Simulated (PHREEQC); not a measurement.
A solution holds 130 mmol/kgw KCl, at 36 °C. Closed to the air; pH follows from the charge balance.

All values are PHREEQC results (ion-association model, phreeqc.dat), not measurements.

```json
{
 "ionic_strength": "0.130 mol/kgw",
 "specific_conductance": "20000 µS/cm",
 "density": "1.000 g/cm³"
}
```

```json
[
 {"species": "Cl-", "molality": "0.130", "activity": "0.0966", "log γ": "-0.129"},
 {"species": "K+", "molality": "0.130", "activity": "0.0963", "log γ": "-0.130"},
 {"species": "OH-", "molality": "1.93e-7", "activity": "1.42e-7", "log γ": "-0.132"},
 {"species": "H+", "molality": "1.93e-7", "activity": "1.57e-7", "log γ": "-0.091"}
]
```

Precipitation was switched off in this run. Complexes and solids missing from the database can't appear. At this temperature some constants are extrapolated from 25 °C, and those without enthalpy data are left unchanged.
